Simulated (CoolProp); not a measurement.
Saturation properties of propylene (Tc = 91.1 °C, pc = 45.55 bar, ω = 0.146).

The numbers come from the reference Helmholtz-energy equation of state, Lemmon 2013 in CoolProp.

```tsv
T (°C)	p (bar)	liquid density (kg/m³)	enthalpy of vaporisation (kJ/kg)	surface tension (mN/m)
-107.05	0.02165	679.6	499.3	25.6
-99.85	0.04063	671.5	492.2	24.5
-92.65	0.07197	663.3	485.1	23.4
-85.45	0.1212	655.0	478.0	22.3
-78.25	0.1954	646.7	470.9	21.2
-71.05	0.3029	638.3	463.7	20.2
-63.85	0.4537	629.8	456.3	19.1
-56.65	0.6590	621.1	448.7	18.1
-49.45	0.9316	612.3	440.9	17.0
```

It boils at -47.6 °C under 1 atm.

Surface tension comes from a separate correlation (Mulero 2012).
